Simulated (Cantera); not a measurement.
Feed: 1 mol CH4, 0.55 mol CO2, at 0.280 bar.

Method: chemical equilibrium by Gibbs-energy minimisation in Cantera with the NASA 1993 tables (ideal gas, pure condensed phases). Candidate condensed phases: C, C6H6, C7H8, C8H18, H2O; 110 gas species. The numbers say what is thermodynamically allowed, not how fast it happens.

x: gas mole fraction; n: condensed amount in mol.

| T (K) | x H2 | x CO | x H | x C2H2 (acetylene) | x CH4 | n C(graphite) |
|---|---|---|---|---|---|---|
| 1648 | 0.645 | 0.355 | 0.000135 | ? | 0.000156 | 0.449 |
| 1798 | 0.644 | 0.355 | 0.000534 | ? | 9.01e-5 | 0.449 |
| 1948 | 0.643 | 0.355 | 0.00171 | ? | 5.67e-5 | 0.448 |
| 2098 | 0.640 | 0.354 | 0.00465 | ? | 3.81e-5 | 0.444 |
| 2248 | 0.634 | 0.353 | 0.0111 | ? | 2.67e-5 | 0.437 |
| 2398 | 0.621 | 0.351 | 0.0235 | ? | 1.93e-5 | 0.423 |
| 2548 | 0.600 | 0.347 | 0.0453 | ? | 1.40e-5 | 0.399 |

Question: Some entries are withheld; supply them.

Answer: 
- 1648, x C2H2 (acetylene): 2.88e-5
- 1798, x C2H2 (acetylene): 0.000111
- 1948, x C2H2 (acetylene): 0.000347
- 2098, x C2H2 (acetylene): 0.000914
- 2248, x C2H2 (acetylene): 0.00210
- 2398, x C2H2 (acetylene): 0.00429
- 2548, x C2H2 (acetylene): 0.00791
